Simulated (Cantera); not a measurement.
Input (Python, Cantera):

```python
import numpy as np
import cantera as ct

gas = ct.Solution("gri30.yaml")
gas.TPX = 1175, 1333, {'H2': 0.01, 'O2': 1, 'N2': 0.15}
reactor = ct.IdealGasConstPressureReactor(gas, energy="off", clone=False)
net = ct.ReactorNet([reactor])
net.rtol, net.atol = 1e-08, 1e-18
show = ['H2', 'O2', 'H2O', 'O', 'HO2', 'N2O', 'NO2']
times = np.geomspace(0.0003, 300, 14)

steps = ct.SolutionArray(gas, extra=["t"])
rows = []
print(f"{'t/s':>10s}{'T/K':>9s}{'P/Pa':>11s}" + "".join(f"{s:>11s}" for s in show))
for t in times:
    while net.time < t:
        t_next = net.step()
        steps.append(gas.state, t=t_next)
    rows.append([np.interp(t, steps.t, y) for y in (steps.T, steps.P, *steps(*show).X.T)])
    print(f"{t:10.3e}{rows[-1][0]:9.1f}{rows[-1][1]:11.4g}" + "".join(f"{x:11.3e}" for x in rows[-1][2:]))
rate = np.gradient(steps.T, steps.t)
print("integrator steps:", len(steps.t))
if steps.T.max() > steps.T[0] + 200:
    print(f"time of steepest temperature rise: {steps.t[rate.argmax()]:.4e} s")
gas.TPX = 1175, 1333, {'H2': 0.01, 'O2': 1, 'N2': 0.15}
gas.equilibrate("TP")
print(f"equilibrium (TP): T = {gas.T:.1f} K  " + "  ".join(f"{s} {gas[s].X[0]:.3e}" for s in show))
```

It prints:

```
       t/s      T/K       P/Pa         H2         O2        H2O          O        HO2        N2O        NO2
 3.000e-04   1175.0       1333  8.621e-03  8.621e-01  3.357e-10  1.225e-09  1.267e-09  3.312e-17  2.616e-28
 8.683e-04   1175.0       1333  8.621e-03  8.621e-01  4.488e-09  7.039e-09  3.678e-09  1.269e-16  2.365e-26
 2.513e-03   1175.0       1333  8.621e-03  8.621e-01  1.288e-07  1.242e-07  1.106e-08  1.126e-15  4.533e-24
 7.273e-03   1175.0       1333  8.357e-03  8.618e-01  1.951e-04  1.734e-04  5.473e-07  1.120e-12  1.699e-18
 2.105e-02   1175.0       1333  4.115e-05  8.546e-01  8.075e-03  6.952e-03  8.866e-07  6.547e-10  1.082e-13
 6.093e-02   1175.0       1333  2.932e-05  8.559e-01  8.188e-03  5.645e-03  7.902e-07  2.080e-09  3.976e-13
 1.763e-01   1175.0       1333  1.766e-05  8.581e-01  8.345e-03  3.358e-03  6.237e-07  3.227e-09  9.829e-13
 5.104e-01   1175.0       1333  6.341e-06  8.602e-01  8.502e-03  1.194e-03  3.693e-07  3.805e-09  2.048e-12
 1.477e+00   1175.0       1333  1.352e-06  8.612e-01  8.593e-03  2.550e-04  1.488e-07  4.139e-09  4.042e-12
 4.275e+00   1175.0       1333  2.250e-07  8.614e-01  8.633e-03  4.270e-05  4.260e-08  4.293e-09  6.630e-12
 1.237e+01   1175.0       1333  3.885e-08  8.615e-01  8.648e-03  7.425e-06  1.047e-08  4.288e-09  8.301e-12
 3.581e+01   1175.0       1333  8.039e-09  8.615e-01  8.653e-03  1.547e-06  3.219e-09  4.077e-09  1.025e-11
 1.037e+02   1175.0       1333  2.062e-09  8.615e-01  8.656e-03  3.990e-07  2.184e-09  3.457e-09  1.912e-11
 3.000e+02   1175.0       1333  7.770e-10  8.615e-01  8.657e-03  1.509e-07  2.671e-09  2.165e-09  4.107e-11
integrator steps: 1729
equilibrium (TP): T = 1175.0 K  H2 6.077e-10  O2 8.614e-01  H2O 8.657e-03  O 1.181e-07  HO2 2.909e-09  N2O 4.436e-10  NO2 5.923e-07
```

Cantera simulation using GRI-Mech 3.0 (53 species, 325 reactions); the numbers are that mechanism's predictions, not measurements. Radical loss at walls, strong at low pressure, is not modelled.
